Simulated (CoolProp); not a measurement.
Vapour-liquid equilibrium of carbon dioxide (1) + dimethyl ether (2) at -12.15 °C; x and y are mole fractions of (1).

Computed with CoolProp (multi-fluid Helmholtz-energy mixture model, Span 1996 and Wu 2011; pair parameters Bell 2016).

Task: Give the bubble pressure and the first vapour's composition at x = 0.275, 0.35, 0.8. Is there an azeotrope?

Result: x = 0.275: 629.7 kPa, y = 0.784; x = 0.35: 781.0 kPa, y = 0.840; x = 0.8: 1900 kPa, y = 0.976. No azeotrope shows between x = 0.05 and 0.95.

Pair parameters are fitted to limited data, so mixtures are less certain than the pure fluids.
